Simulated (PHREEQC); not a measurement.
Hard or scaling water: speciation

A solution holds 0.00093 mol/kgw CaSO4 and 0.00014 mol/kgw CO2, at 20 °C. Closed to the air; pH follows from the charge balance.

The numbers come from PHREEQC with the ion-association model, wateq4f.dat.

No solid was allowed to form.

Estimate the pH.

pH 5.14.

In which forms is S present?

SO4-2 91 %, CaSO4 8.9 % of the S.
